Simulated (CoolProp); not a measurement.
Hexamethyldisiloxane (MM) at 289.73 K and 0.23 MPa is throttled through a valve to 0.12 MPa with no heat exchange. Each further row changes one setting.

Computed with CoolProp (reference Helmholtz-energy equation of state, Thol 2016).

```csv
case,temperature change (K),final density (kg/m³)
as stated,+0.0,768
outlet pressure 0.036 MPa,+0.1,768
outlet pressure 0.156 MPa,+0.0,769
```
